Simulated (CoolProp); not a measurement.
The numbers come from the reference Helmholtz-energy equation of state, Lemmon 2006 in CoolProp. It is a short technical equation, of lower accuracy than the large ones.

Give the vapour pressure (MPa), liquid density (kg/m³), vapour density (kg/m³), liquid viscosity (µPa s) of saturated C2F6 (R116) at 215.2, 258.9, 269.8 K.


| T (K) | p (MPa) | liquid density (kg/m³) | vapour density (kg/m³) | liquid viscosity (µPa s) |
|---|---|---|---|---|
| 215.2 | 0.267 | 1510 | 22.6 | 297 |
| 258.9 | 1.24 | 1250 | 109 | 141 |
| 269.8 | 1.69 | 1170 | 157 | 113 |

Viscosity comes from a separate model (Huber 2003), an estimate that may be off by 10 % or more.
